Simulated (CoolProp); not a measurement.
Model: reference Helmholtz-energy equation of state, Lemmon 2006, in CoolProp. It is a short technical equation, of lower accuracy than the large ones.

Q: For neopentane, give the phase and the Z, cp (kJ/(kg K)), cv (kJ/(kg K)), isothermal compressibility (1/MPa) at 3.05 °C and 1.19 MPa; 33.45 °C and 1.19 MPa; 185.55 °C and 1.19 MPa.

A: 
- 3.05 °C and 1.19 MPa: liquid; Z 0.0613, cp 2.18, cv 1.63, isothermal compressibility 0.00233
- 33.45 °C and 1.19 MPa: liquid; Z 0.0584, cp 2.35, cv 1.76, isothermal compressibility 0.00344
- 185.55 °C and 1.19 MPa: gas; Z 0.887, cp 2.53, cv 2.33, isothermal compressibility 0.957
